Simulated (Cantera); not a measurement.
## Pyrogenic steam for wet oxidation

An isothermal, constant-pressure homogeneous reactor starts with 17.3 % H2, 18.0 % O2, 64.7 % N2, equivalence ratio 0.48, at 1375 K and 0.100 bar.

Cantera simulation using GRI-Mech 3.0 (53 species, 325 reactions); the numbers are that mechanism's predictions, not measurements. The temperature is held fixed by assumption; the heat of reaction is taken as removed at once.

```json
[
 {"t (s)": "1.00e-5", "x H2": "0.173", "x O2": "0.180", "x N2O": "<1e-12", "x O": "7.63e-9", "x H": "4.20e-8", "x HO2": "3.83e-8"},
 {"t (s)": "3.88e-5", "x H2": "0.173", "x O2": "0.180", "x N2O": "<1e-12", "x O": "1.51e-7", "x H": "6.04e-7", "x HO2": "1.51e-7"},
 {"t (s)": "0.000151", "x H2": "0.168", "x O2": "0.177", "x N2O": "7.13e-11", "x O": "0.000710", "x H": "0.00276", "x HO2": "5.15e-6"},
 {"t (s)": "0.000585", "x H2": "0.0164", "x O2": "0.103", "x N2O": "1.33e-8", "x O": "0.0263", "x H": "0.0561", "x HO2": "7.22e-6"},
 {"t (s)": "0.00227", "x H2": "0.00786", "x O2": "0.101", "x N2O": "2.14e-8", "x O": "0.00959", "x H": "0.0142", "x HO2": "7.68e-6"},
 {"t (s)": "0.00881", "x H2": "0.000770", "x O2": "0.102", "x N2O": "5.00e-8", "x O": "0.000836", "x H": "0.000380", "x HO2": "4.02e-6"},
 {"t (s)": "0.0342", "x H2": "4.61e-5", "x O2": "0.102", "x N2O": "7.56e-8", "x O": "5.03e-5", "x H": "5.60e-6", "x HO2": "5.08e-7"},
 {"t (s)": "0.133", "x H2": "5.55e-6", "x O2": "0.102", "x N2O": "8.00e-8", "x O": "6.21e-6", "x H": "2.42e-7", "x HO2": "8.02e-8"},
 {"t (s)": "0.515", "x H2": "1.16e-6", "x O2": "0.102", "x N2O": "5.97e-8", "x O": "1.31e-6", "x H": "2.35e-8", "x HO2": "3.42e-8"},
 {"t (s)": "2.00", "x H2": "5.88e-7", "x O2": "0.102", "x N2O": "1.84e-8", "x O": "6.63e-7", "x H": "8.54e-9", "x HO2": "3.30e-8"}
]
```
x: mole fraction; the columns are a selection and need not sum to one.

Equilibrium at this temperature and pressure: H2 5.76e-7, O2 0.102, N2O 8.03e-9, O 6.47e-7, H 8.28e-9, HO2 3.30e-8 (gas phase only).
